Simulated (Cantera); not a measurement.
Standard-state values (1 bar) from the NASA 1993 polynomials, evaluated with Cantera. Values are per mole of reaction as written; species without (g) are pure solids or liquids, kept so even where they would boil at 1 bar.

2 H₂(g) + S₂(g) ⇌ 2 H₂S(g)

```json
[
 {"T (K)": "300", "ΔH° (kJ)": "___", "ΔS° (J/K)": "___", "ΔG° (kJ)": "___", "log10 K": "___"},
 {"T (K)": "500", "ΔH° (kJ)": "___", "ΔS° (J/K)": "___", "ΔG° (kJ)": "___", "log10 K": "___"},
 {"T (K)": "550", "ΔH° (kJ)": "___", "ΔS° (J/K)": "___", "ΔG° (kJ)": "___", "log10 K": "___"},
 {"T (K)": "600", "ΔH° (kJ)": "___", "ΔS° (J/K)": "___", "ΔG° (kJ)": "___", "log10 K": "___"},
 {"T (K)": "650", "ΔH° (kJ)": "-176.2", "ΔS° (J/K)": "-93.6", "ΔG° (kJ)": "-115.4", "log10 K": "9.27"},
 {"T (K)": "700", "ΔH° (kJ)": "-176.9", "ΔS° (J/K)": "-94.6", "ΔG° (kJ)": "-110.7", "log10 K": "8.26"}
]
```

**Question.** Some entries are withheld; supply them.

**Answer.** 
- 300, ΔH° (kJ): -169.4
- 300, ΔS° (J/K): -78.3
- 300, ΔG° (kJ): -146.0
- 300, log10 K: 25.41
- 500, ΔH° (kJ): -173.7
- 500, ΔS° (J/K): -89.1
- 500, ΔG° (kJ): -129.1
- 500, log10 K: 13.49
- 550, ΔH° (kJ): -174.6
- 550, ΔS° (J/K): -90.9
- 550, ΔG° (kJ): -124.6
- 550, log10 K: 11.83
- 600, ΔH° (kJ): -175.4
- 600, ΔS° (J/K): -92.4
- 600, ΔG° (kJ): -120.0
- 600, log10 K: 10.45
